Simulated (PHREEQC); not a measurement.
A solution holds 2.2 mmol/kgw MnSO4, at 76 °C. Closed to the air; pH follows from the charge balance.

Computed with PHREEQC (ion-association model, phreeqc.dat).

```yaml
pH: 6.03
ionic_strength: 0.00665 mol/kgw
specific_conductance: 920 µS/cm
```

```csv
species,molality,activity,log γ
SO4-2,0.00166,0.00114,-0.162
Mn+2,0.00166,0.00115,-0.158
MnSO4,0.000538,0.000538,0.001
MnOH+,1.20e-6,1.09e-6,-0.041
H+,1.03e-6,9.44e-7,-0.037
HSO4-,4.22e-7,3.84e-7,-0.042
OH-,2.51e-7,2.28e-7,-0.042
```

Precipitation was switched off in this run. Constants without temperature data keep their 25 °C values here.
